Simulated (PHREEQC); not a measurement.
Make-up at 25 °C: 1.3 mmol/kgw Al(NO3)3 and 61 mmol/kgw MnCl2. Closed to the air; pH follows from the charge balance.

Model: ion-association model, wateq4f.dat, run in PHREEQC.

```json
[
 {"quantity": "pH", "before": "4.17", "after": "4.56"},
 {"quantity": "ionic strength (mol/kgw)", "before": "0.174", "after": "0.0187"},
 {"quantity": "Al+3 (mol/kgw)", "before": "0.00122", "after": "0.000103"},
 {"quantity": "AlOH+2 (mol/kgw)", "before": "7.65e-5", "after": "2.23e-5"},
 {"quantity": "Al(OH)2+ (mol/kgw)", "before": "3.80e-6", "after": "4.29e-6"},
 {"quantity": "Al(OH)3 (mol/kgw)", "before": "5.99e-9", "after": "2.01e-8"},
 {"quantity": "SI of Boehmite (AlOOH)", "before": "+0.15", "after": "+0.66"},
 {"quantity": "SI of Gibbsite (Al(OH)3)", "before": "+0.63", "after": "+1.13"}
]
```

Task: Name the change that produced these shifts.
A. temperature from 25 to 15 °C
B. MnCl2 replaced by RbCl at the same molality
C. MnCl2 from 0.061 to 0.0061 mol/kgw
D. diluted 10-fold with water
E. diluted 100-fold with water

Result: D, diluted 10-fold with water

Precipitation was switched off in this run. Some of these states are supersaturated (in Gibbsite (slow to form), Boehmite (slow to form), for instance).
